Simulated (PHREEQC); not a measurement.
**Polishing slurry liquid: speciation**

Dissolve 0.015 mol/kgw K2CO3 and 0.009 mol/kgw K2SO4 at 20 °C. Closed to the air; pH follows from the charge balance.

Model: ion-association model, wateq4f.dat, run in PHREEQC.

No solid was allowed to form.

Problem. What pH, ionic strength does the model give?

Solution. pH 11.15; ionic strength 0.0688 mol/kgw.

Problem. In which forms is K present?

Solution. K+ 98 %, KSO4- 2.1 % of the K.

Species that the database lacks are ignored.
